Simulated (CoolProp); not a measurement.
R143a at 262.13 K and 0.319 MPa is throttled through a valve to 0.0822 MPa with no heat exchange. Each further row changes one setting.

The numbers come from the reference Helmholtz-energy equation of state, Lemmon and Jacobsen 2000 in CoolProp.

| case | temperature change (K) | final density (kg/m³) |
|---|---|---|
| as stated | -7.5 | 3.35 |
| outlet pressure 0.0247 MPa | -9.5 | 0.996 |
| outlet pressure 0.107 MPa | -6.7 | 4.37 |
